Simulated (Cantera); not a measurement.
Feed: 1 mol CCl4, 0.022 mol F2, held at 58.0 Pa.

Equilibrium computed with Cantera from the NASA thermochemical tables; the gas is ideal and each condensed phase is pure. Candidate condensed phases: C; 27 gas species. Gases not in the tables: C2F6 and larger saturated fluorocarbons. Equilibrium is a limit: real reactors are often held back by kinetics, nucleation or transport.

log p: log10 of the partial pressure in bar; n: condensed amount in mol.

| T (°C) | log p Cl | log p Cl2 | log p CF4 | log p F | n C(graphite) |
|---|---|---|---|---|---|
| 1200 | -3.32 | -4.01 | -5.75 | -7.35 | 0.989 |
| 1225 | -3.30 | -4.12 | -5.77 | -7.16 | 0.989 |
| 1250 | -3.28 | … | -5.78 | … | 0.989 |
| 1275 | -3.27 | -4.35 | -5.80 | -6.81 | 0.989 |
| 1300 | -3.26 | -4.47 | -5.82 | -6.65 | 0.989 |
| 1325 | -3.26 | -4.59 | -5.84 | -6.49 | 0.989 |
| 1350 | -3.25 | … | -5.87 | … | 0.989 |
| 1375 | -3.25 | -4.82 | -5.90 | -6.19 | 0.989 |

### Question
Fill in the missing entries.

### Answer

- 1350, log p Cl2: -4.71
- 1350, log p F: -6.34
- 1250, log p Cl2: -4.23
- 1250, log p F: -6.98
